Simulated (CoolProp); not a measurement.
A single-stage vapour-compression cycle with R152A: evaporating at 252.15 K (dew point), condensing at 299.15 K (bubble point), superheat 0 K, subcooling 8 K, compressor efficiency 0.8, no pressure losses. Each further row changes one setting.

Values from CoolProp's reference Helmholtz-energy equation of state, Outcalt 1996. It is a modified Benedict-Webb-Rubin equation, recast in Helmholtz form.

```json
[
 {"case": "as stated", "cooling COP": "3.77", "pressure ratio": "5.31", "discharge temperature (K)": "329.6", "refrigerating effect (kJ/kg)": "261", "volumetric capacity (kJ/m³)": "997"},
 {"case": "evaporating temperature 257.15 K", "cooling COP": "4.39", "pressure ratio": "4.30", "discharge temperature (K)": "325.3", "refrigerating effect (kJ/kg)": "265", "volumetric capacity (kJ/m³)": "1230"},
 {"case": "condensing temperature 294.15 K", "cooling COP": "4.31", "pressure ratio": "4.57", "discharge temperature (K)": "322.3", "refrigerating effect (kJ/kg)": "270", "volumetric capacity (kJ/m³)": "1030"},
 {"case": "subcooling 13 K", "cooling COP": "3.90", "pressure ratio": "5.31", "discharge temperature (K)": "329.6", "refrigerating effect (kJ/kg)": "270", "volumetric capacity (kJ/m³)": "1030"},
 {"case": "superheat 10 K", "cooling COP": "3.74", "pressure ratio": "5.31", "discharge temperature (K)": "340.3", "refrigerating effect (kJ/kg)": "271", "volumetric capacity (kJ/m³)": "989"},
 {"case": "compressor efficiency 0.7", "cooling COP": "3.30", "pressure ratio": "5.31", "discharge temperature (K)": "337.6", "refrigerating effect (kJ/kg)": "261", "volumetric capacity (kJ/m³)": "997"}
]
```
